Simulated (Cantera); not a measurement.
Charge: 1 mol MgO, 1.5 mol H2, at 1.28 Torr.

Method: chemical equilibrium by Gibbs-energy minimisation in Cantera with the NASA 1993 tables (ideal gas, pure condensed phases). Candidate condensed phases: H2O, Mg, MgO, Mg(OH)2; 15 gas species. Kinetics and transport are ignored. All values below are at 1750 K.

Base state: H2 0.970, H2O 0.0120, Mg 0.0120, H 0.00556 (mole fractions); condensed: MgO(s).

### Question
What changes in the equilibrium state with this change: 0.026 mol H2S added?

### Answer
| species | before | after |
|---|---|---|
| H2 | 0.970 | 0.959 |
| H2O | 0.0120 | 0.0119 |
| Mg | 0.0120 | 0.0119 |
| S2 | 0 | 0.00480 |
| H2S | 0 | 0.00352 |
| SH | 0 | 0.00257 |
| S | 0 | 0.000824 |
| MgO(s), mol | 0.982 | 0.981 |
Further candidate phases: H2SO4, MgS, MgSO4, S.
